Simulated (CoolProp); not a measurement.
Computed with CoolProp (reference Helmholtz-energy equation of state, Tillner-Roth 1997).

Question: For CH2F2 (R32), give the phase and the density (kg/m³), cv (kJ/(kg K)), Joule-Thomson coefficient (K/MPa), viscosity (µPa s) at -15.05 °C and 6.91 MPa.

Answer: 
- -15.05 °C and 6.91 MPa: liquid; density 1120, cv 0.935, Joule-Thomson coefficient -0.173, viscosity 198

Viscosity comes from a separate model (Bell 2016), an estimate that may be off by 10 % or more.
